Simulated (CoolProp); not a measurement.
Vapour-liquid equilibrium of ethane (1) + n-butane (2) at 254.5 K; x and y are mole fractions of (1).

Model: multi-fluid Helmholtz-energy mixture model, Bücker 2006 and Bücker 2006; pair parameters Kunz 2012, in CoolProp.

```json
[
 {"x": "0.05", "bubble pressure, mixture model (bar)": "1.089", "bubble pressure, Raoult's law (bar)": "1.194", "y, mixture model": "0.569", "y, Raoult's law": "0.618"},
 {"x": "0.2", "bubble pressure, mixture model (bar)": "3.015", "bubble pressure, Raoult's law (bar)": "3.336", "y, mixture model": "0.859", "y, Raoult's law": "0.885"},
 {"x": "0.35", "bubble pressure, mixture model (bar)": "5.043", "bubble pressure, Raoult's law (bar)": "5.477", "y, mixture model": "0.925", "y, Raoult's law": "0.943"},
 {"x": "0.5", "bubble pressure, mixture model (bar)": "7.124", "bubble pressure, Raoult's law (bar)": "7.619", "y, mixture model": "0.955", "y, Raoult's law": "0.968"},
 {"x": "0.65", "bubble pressure, mixture model (bar)": "9.245", "bubble pressure, Raoult's law (bar)": "9.760", "y, mixture model": "0.973", "y, Raoult's law": "0.983"},
 {"x": "0.8", "bubble pressure, mixture model (bar)": "11.45", "bubble pressure, Raoult's law (bar)": "11.90", "y, mixture model": "0.985", "y, Raoult's law": "0.992"},
 {"x": "0.95", "bubble pressure, mixture model (bar)": "13.86", "bubble pressure, Raoult's law (bar)": "14.04", "y, mixture model": "0.996", "y, Raoult's law": "0.998"}
]
```

The largest gap from Raoult's law is -9.6 % in bubble pressure, at x = 0.2. No azeotrope shows between x = 0.05 and 0.95.

The pair parameters rest on a limited set of measurements; away from them the model extrapolates.
